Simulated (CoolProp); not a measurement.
Vapour-liquid equilibrium of cyclohexane (1) + o-xylene (2) at 0.895 bar; x and y are mole fractions of (1).

Model: multi-fluid Helmholtz-energy mixture model, Zhou 2014 and Zhou 2012; pair parameters Bell 2016, in CoolProp.

```json
[
 {"x": "0.05", "bubble temperature (K)": "403.7", "y at the bubble point": "0.257", "dew temperature at overall composition x (K)": "411.2", "liquid density (mol/L)": "7.397"},
 {"x": "0.125", "bubble temperature (K)": "392.7", "y at the bubble point": "0.499", "dew temperature at overall composition x (K)": "408.7", "liquid density (mol/L)": "7.536"},
 {"x": "0.2", "bubble temperature (K)": "384.3", "y at the bubble point": "0.643", "dew temperature at overall composition x (K)": "405.9", "liquid density (mol/L)": "7.654"},
 {"x": "0.275", "bubble temperature (K)": "377.8", "y at the bubble point": "0.733", "dew temperature at overall composition x (K)": "403.0", "liquid density (mol/L)": "7.759"},
 {"x": "0.35", "bubble temperature (K)": "372.7", "y at the bubble point": "0.795", "dew temperature at overall composition x (K)": "399.8", "liquid density (mol/L)": "7.854"},
 {"x": "0.425", "bubble temperature (K)": "368.6", "y at the bubble point": "0.839", "dew temperature at overall composition x (K)": "396.4", "liquid density (mol/L)": "7.942"},
 {"x": "0.5", "bubble temperature (K)": "365.1", "y at the bubble point": "0.872", "dew temperature at overall composition x (K)": "392.6", "liquid density (mol/L)": "8.027"},
 {"x": "0.575", "bubble temperature (K)": "362.2", "y at the bubble point": "0.898", "dew temperature at overall composition x (K)": "388.5", "liquid density (mol/L)": "8.109"},
 {"x": "0.65", "bubble temperature (K)": "359.6", "y at the bubble point": "0.920", "dew temperature at overall composition x (K)": "383.8", "liquid density (mol/L)": "8.191"},
 {"x": "0.725", "bubble temperature (K)": "357.3", "y at the bubble point": "0.939", "dew temperature at overall composition x (K)": "378.5", "liquid density (mol/L)": "8.274"},
 {"x": "0.8", "bubble temperature (K)": "355.1", "y at the bubble point": "0.956", "dew temperature at overall composition x (K)": "372.2", "liquid density (mol/L)": "8.358"},
 {"x": "0.875", "bubble temperature (K)": "353.1", "y at the bubble point": "0.973", "dew temperature at overall composition x (K)": "364.8", "liquid density (mol/L)": "8.445"},
 {"x": "0.95", "bubble temperature (K)": "351.1", "y at the bubble point": "0.989", "dew temperature at overall composition x (K)": "355.9", "liquid density (mol/L)": "8.535"}
]
```

No azeotrope shows between x = 0.05 and 0.95.

The pair parameters rest on a limited set of measurements; away from them the model extrapolates.
